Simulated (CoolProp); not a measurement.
Vapour-liquid equilibrium of R134a (1) + dimethyl ether (2) at 277.5 K; x and y are mole fractions of (1).

Computed with CoolProp (multi-fluid Helmholtz-energy mixture model, Tillner-Roth 1994 and Wu 2011; pair parameters Bell 2016).

```csv
x,"bubble pressure, mixture model (MPa)","bubble pressure, Raoult's law (MPa)","y, mixture model","y, Raoult's law"
0.05,0.3065,0.3113,0.042,0.055
0.2,0.2999,0.3162,0.188,0.216
0.35,0.2986,0.3210,0.356,0.373
0.5,0.3028,0.3258,0.529,0.525
0.65,0.3114,0.3306,0.692,0.672
0.8,0.3232,0.3354,0.836,0.815
0.95,0.3370,0.3402,0.962,0.954
```

The largest gap from Raoult's law is -7.1 % in bubble pressure, at x = 0.5. y crosses x between x = 0.2 and 0.35: the model has an azeotrope there.

The pair parameters rest on a limited set of measurements; away from them the model extrapolates.
